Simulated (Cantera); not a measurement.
Charge: 1 mol BN, 0.1 mol O₂, 52 mol H₂, equilibrated at 1348.15 K and 3.70 mbar.

These are equilibrium values from Cantera (NASA tables, ideal gas, pure condensed phases), not measurements of a reactor. Candidate condensed phases: B, BN, B₂O₃, B₃O₃H₃, H₂O; 39 gas species. Rates play no part.

Base state: H₂ 0.996, HBO 0.00134, N₂ 0.00131, HBO₂ 0.000931, B₂O₃ 0.000152, H₂O 0.000132, H 3.80e-5, B₂O₂ 2.12e-5 (mole fractions); condensed: BN(s).

Q: What changes in the equilibrium state with this change: O₂ from 0.1 to 15 mol?

A: 
```csv
species,before,after
H₂O,0.000132,0.528
H₂,0.996,0.443
HBO₂,0.000931,0.0188
B₂O₂,2.12e-5,<1e-9
HBO,0.00134,3.02e-6
B₂O₃,0.000152,1.56e-5
N₂,0.00131,0.00943
H,3.80e-5,2.54e-5
"BN(s), mol",0.863,0
```
Gases not in the tables: H₃BO₃.

Q: What changes in the equilibrium state with this change: BN replaced by Si₃N₄?

A: 
```tsv
species	before	after
H₂	0.996	0.999
N₂	0.00131	0.00128
H	3.80e-5	3.81e-5
HBO	0.00134	0
HBO₂	0.000931	0
B₂O₃	0.000152	0
H₂O	0.000132	<1e-9
B₂O₂	2.12e-5	0
BN(s), mol	0.863	0
Si₂N₂O(s), mol	0	0.200
Si₃N₄(s), mol	0	0.867
```
Mutual solubility and eutectic melting of coexisting phases are not modelled. Further candidate phases: Si, SiO₂, Si₂N₂O, Si₃N₄.

Q: What changes in the equilibrium state with this change: temperature from 1348.15 K to 823 K?

A: 
| species | before | after |
|---|---|---|
| H₂ | 0.996 | 0.999 |
| N₂ | 0.00131 | 0.00122 |
| H₂O | 0.000132 | 0.000167 |
| HBO | 0.00134 | <1e-9 |
| HBO₂ | 0.000931 | 5.87e-8 |
| B₂O₃ | 0.000152 | <1e-9 |
| H | 3.80e-5 | <1e-9 |
| B₂O₂ | 2.12e-5 | <1e-9 |
| BN(s), mol | 0.863 | 0.872 |
| B₂O₃(l), mol | 0 | 0.0638 |
